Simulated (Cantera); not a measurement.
What does this Cantera script print?

```python
import numpy as np
import cantera as ct

gas_names = [...]  # 123 gases of nasa_gas.yaml made of C, H, O, Si
cond_names = """
    C(gr) C6H6(L) C7H8(L) C8H18(L),n-octa H2O(s) H2O(L) Si(cr) Si(L) SiC(b) SiO2(Lqz) SiO2(hqz) SiO2(L)
""".split()


# ... load() reads the species with a 1 bar reference pressure and builds the phases ...
atoms = {
    'Si': {'Si': 1},
    'CO2': {'C': 1, 'O': 2},
    'H2': {'H': 2},
}
top_T = {'C(gr)': 4500, 'SiC(b)': 3050}  # K; cautious upper limits of use, not melting points


# ... equilibrate(T, P, feed) seeds the gas with the atoms and calls Mixture.equilibrate('TP', solver="vcs", rtol=1e-11, max_steps=5000) ...
results = []
T = 1273  # K
P = 1000  # Pa
for m in [0.017, 0.023, 0.032, 0.044, 0.061, 0.084, 0.12]:
    feed = {'Si': 1, 'CO2': m, 'H2': 510}  # mol
    mix = equilibrate(T, P, feed)
    results.append((T, P, feed, dict(zip(mix.species_names, mix.species_moles))))

top = {s: max(r[3][s] / sum(r[3][g] for g in gas_names) for r in results) for s in gas_names}
cols = sorted((s for s in top if top[s] > 0.001), key=lambda s: -top[s])[:9]
seen = [c for c in cond_names if any(r[3].get(c, 0) > 1e-12 for r in results)]
print("log10 of partial pressures in bar; condensed amounts in mol")
print(f"{'n(CO2)':>10s}" + "".join(f"{s[:9]:>10s}" for s in cols + seen))
for T, P, feed, n in results:
    ng = sum(n[g] for g in gas_names)
    print(f"{feed['CO2']:10.4g}" + "".join(f"{np.log10(max(n[s] / ng * P / 1e5, 1e-99)):10.3f}" for s in cols)
          + "".join(f"{n.get(c, 0):10.4g}" for c in seen))
```

It prints:

```
log10 of partial pressures in bar; condensed amounts in mol
    n(CO2)        H2    Si(cr)    SiC(b) SiO2(hqz)
     0.017    -2.000    0.9498   0.01653         0
     0.023    -2.000    0.9321   0.02241         0
     0.032    -2.000    0.9054   0.03122         0
     0.044    -2.000    0.8699   0.04298         0
     0.061    -2.000    0.8196   0.05963         0
     0.084    -2.000    0.7516   0.08216         0
      0.12    -2.000    0.6642    0.1178   0.01996
```

These are equilibrium values from Cantera (NASA tables, ideal gas, pure condensed phases), not measurements of a reactor. Mutual solubility and eutectic melting of coexisting phases are not modelled. The tables hold silica as quartz up to 1696 K and as liquid above; real silica turns to tridymite and cristobalite and melts near 1996 K.
